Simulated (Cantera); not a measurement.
A closed system holds: 1 mol PbI2, a varied amount of N2, at 11.3 Torr.

These are equilibrium values from Cantera (NASA tables, ideal gas, pure condensed phases), not measurements of a reactor. Candidate condensed phases: I2, Pb, PbI2; 9 gas species. The numbers say what is thermodynamically allowed, not how fast it happens.

Stable condensed phases, one row left out:

```
T in K \ n(N2) in mol
          14  30  46  62  79  95 110 130 140 160 170 190
   1275    A   A   A   A   A   A   A   A   A   A   A   A
   1225    A   A   A   A   A   A   A   A   A   A   A   A
   1175    A   A   A   A   A   A   A   A   A   A   A   A
   1125    A   A   A   A   A   A   A   A   A   A   A   A
   1075    A   A   A   A   A   A   A   A   A   A   A   A
   1025    A   A   A   A   A   A   A   A   A   A   A   A
    975    B   B   A   A   A   A   A   A   A   A   A   A
    925    B   B   B   B   B   B   B   B   A   A   A   A
    825    B   B   B   B   B   B   B   B   B   B   B   B
    775    B   B   B   B   B   B   B   B   B   B   B   B
    725    B   B   B   B   B   B   B   B   B   B   B   B
    675    B   B   B   B   B   B   B   B   B   B   B   B
    625    B   B   B   B   B   B   B   B   B   B   B   B
```

A: gas only; B: Pb.

Question: Give the row for 875 K.

Answer: 14: Pb; 30: Pb; 46: Pb; 62: Pb; 79: Pb; 95: Pb; 110: Pb; 130: Pb; 140: Pb; 160: Pb; 170: Pb; 190: Pb.
